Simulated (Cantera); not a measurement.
## Thermodynamics of abatement and gas-phase synthesis, feed SF₆ + O₂

Charge: 1 mol SF₆, 0.086 mol O₂, at 0.0133 bar.

Equilibrium computed with Cantera from the NASA thermochemical tables; the gas is ideal and each condensed phase is pure. Candidate condensed phases: S; 25 gas species. Equilibrium is a limit: real reactors are often held back by kinetics, nucleation or transport.

From 2600 °C to 3150 °C nothing is condensed.

```csv
T (°C),log p F,log p S,log p O,log p SO,log p S₂,log p SF,log p SO₂
2600,-1.94,-2.83,-4.06,-3.65,-4.13,-4.33,-5.13
2650,-1.94,-2.81,-3.96,-3.69,-4.23,-4.42,-5.24
2700,-1.95,-2.80,-3.87,-3.75,-4.33,-4.52,-5.38
2750,-1.95,-2.79,-3.79,-3.82,-4.44,-4.61,-5.53
2800,-1.95,-2.78,-3.72,-3.89,-4.54,-4.70,-5.70
2850,-1.95,-2.77,-3.67,-3.98,-4.64,-4.79,-5.88
2900,-1.95,-2.76,-3.63,-4.07,-4.74,-4.88,-6.08
2950,-1.95,-2.75,-3.60,-4.17,-4.84,-4.97,-6.29
3000,-1.95,-2.75,-3.58,-4.27,-4.94,-5.05,-6.51
3050,-1.95,-2.74,-3.56,-4.38,-5.04,-5.13,-6.73
3100,-1.95,-2.74,-3.54,-4.49,-5.13,-5.21,-6.95
3150,-1.95,-2.74,-3.53,-4.59,-5.23,-5.29,-7.18
```
log p: log10 of the partial pressure in bar; nothing condenses.
